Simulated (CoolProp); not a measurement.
Computed with CoolProp (reference Helmholtz-energy equation of state, Penoncello 2003).

Question: Give the vapour pressure (MPa), enthalpy of vaporisation (kJ/kg), liquid cp (kJ/(kg K)), surface tension (mN/m) of saturated CHF3 (R23) at -39.35 °C.

Answer: 
```
T (°C)  p (MPa)  enthalpy of vaporisation (kJ/kg)  liquid cp (kJ/(kg K))  surface tension (mN/m)
------  -------  --------------------------------  ---------------------  ----------------------
-39.35    0.724                               198                   1.37                    9.04
```

Surface tension comes from a separate correlation (Mulero 2012).
